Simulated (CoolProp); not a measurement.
A single-stage vapour-compression cycle with isobutane: evaporating at 220.15 K (dew point), condensing at 267.15 K (bubble point), superheat 0 K, subcooling 0 K, compressor efficiency 0.75, no pressure losses. Each further row changes one setting.

The numbers come from the reference Helmholtz-energy equation of state, Bücker 2006 in CoolProp.

```json
[
 {"case": "as stated", "cooling COP": "2.95", "pressure ratio": "8.92", "discharge temperature (K)": "291.4", "refrigerating effect (kJ/kg)": "298", "volumetric capacity (kJ/m³)": "135"},
 {"case": "evaporating temperature 225.15 K", "cooling COP": "?", "pressure ratio": "6.72", "discharge temperature (K)": "?", "refrigerating effect (kJ/kg)": "305", "volumetric capacity (kJ/m³)": "?"},
 {"case": "condensing temperature 262.15 K", "cooling COP": "3.38", "pressure ratio": "7.38", "discharge temperature (K)": "285.1", "refrigerating effect (kJ/kg)": "310", "volumetric capacity (kJ/m³)": "140"},
 {"case": "subcooling 5 K", "cooling COP": "?", "pressure ratio": "8.92", "discharge temperature (K)": "291.4", "refrigerating effect (kJ/kg)": "?", "volumetric capacity (kJ/m³)": "140"},
 {"case": "superheat 10 K", "cooling COP": "2.96", "pressure ratio": "8.92", "discharge temperature (K)": "?", "refrigerating effect (kJ/kg)": "312", "volumetric capacity (kJ/m³)": "135"},
 {"case": "compressor efficiency 0.65", "cooling COP": "2.56", "pressure ratio": "8.92", "discharge temperature (K)": "?", "refrigerating effect (kJ/kg)": "298", "volumetric capacity (kJ/m³)": "135"}
]
```

### Question
What belongs in the gaps?

### Answer

- evaporating temperature 225.15 K, cooling COP: 3.45
- evaporating temperature 225.15 K, discharge temperature (K): 287.6
- evaporating temperature 225.15 K, volumetric capacity (kJ/m³): 180
- subcooling 5 K, cooling COP: 3.06
- subcooling 5 K, refrigerating effect (kJ/kg): 309
- superheat 10 K, discharge temperature (K): 302.0
- compressor efficiency 0.65, discharge temperature (K): 300.5
